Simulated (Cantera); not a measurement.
Mixture: 4.76 % CH4, 0.905 % C2H6, 0.333 % C3H8, 23.5 % O2, 70.5 % N2, at 3600000 Pa, adiabatic and at constant pressure. Ignition delay is the time to a rise of 400 K.

Detailed kinetics in Cantera: GRI-Mech 3.0 (53 species, 325 reactions). The pressure lies above the range GRI-Mech 3.0 was tuned for (to about 10 atm).

Question: Predict: delay at 1223 K; delay at 1323 K; delay at 1423 K; delay at 1523 K; delay at 1623 K; apparent activation energy between 1573 and 1673 K.

Answer: 
```json
{
 "delay at 1223 K": "0.239 ms",
 "delay at 1323 K": "70.3 µs",
 "delay at 1423 K": "24.7 µs",
 "delay at 1523 K": "10.1 µs",
 "delay at 1623 K": "4.67 µs",
 "apparent activation energy between 1573 and 1673 K": "160 kJ/mol"
}
```
